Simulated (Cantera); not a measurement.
Charge: 1 mol Ti, 1.3 mol CO, 230 mol H2, equilibrated at 1773 K and 0.00140 bar.

These are equilibrium values from Cantera (NASA tables, ideal gas, pure condensed phases), not measurements of a reactor. Candidate condensed phases: C, C6H6, C7H8, C8H18, H2O, Ti, TiC, TiO, TiO2, Ti2O3, Ti3O5, Ti4O7; 113 gas species. Mutual solubility and eutectic melting of coexisting phases are not modelled. TiC, TiO: taken at fixed stoichiometry. Condensed phases not in the tables: solid solutions among these carbides, nitrides and lower oxides. Equilibrium is a limit: real reactors are often held back by kinetics, nucleation or transport.

Task: What is the equilibrium state?

Result: 
```
Property                                 Value
-----------------------------------  ---------
x(H2)                                    0.989
x(H)                                   0.00756
x(CO)                                  0.00346
x(Ti)                                  9.68e-6
x(TiO)                                 6.95e-6
x(H2O)                                 3.98e-6
n(TiC(s))                            0.499 mol
n(TiO(s))                            0.497 mol
gas amount                           231.7 mol
log10 activity of Ti2O3(s) (absent)      -1.27
log10 activity of Ti(β) (absent)         -1.36
log10 activity of Ti3O5(s) (absent)      -3.17
```
